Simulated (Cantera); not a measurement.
A perfectly stirred reactor is fed with NO : N₂ = 1 : 0.33 (molar parts), at 113 Torr; it is held at 1600 K, and followed from long to short residence time.

Cantera simulation using GRI-Mech 3.0 (53 species, 325 reactions); the numbers are that mechanism's predictions, not measurements.

```
quantity                 before     after
---------------------  --------  --------
x(NO) at τ = 7.80 s       0.714     0.745
x(N₂O) at τ = 7.80 s   0.000172  0.000173
x(NO₂) at τ = 7.80 s   0.000349   7.00e-5
x(O) at τ = 7.80 s      6.22e-6   1.14e-5
x(O₂) at τ = 7.80 s      0.0186   0.00324
x(NO) at τ = 96.0 ms      0.751     0.752
x(N₂O) at τ = 96.0 ms  0.000110   3.32e-5
x(NO₂) at τ = 96.0 ms  0.000118   2.15e-5
x(O) at τ = 96.0 ms     2.59e-6   6.09e-6
x(O₂) at τ = 96.0 ms   0.000138   1.11e-5
```

Question: Which change was made?
(A) NO 1 to 0.23 parts
(B) NO 1 to 0.48 parts
(C) pressure from 113 Torr to 18.0 Torr
(D) NO 1 to 0.16 parts

Answer: C, pressure from 113 Torr to 18.0 Torr
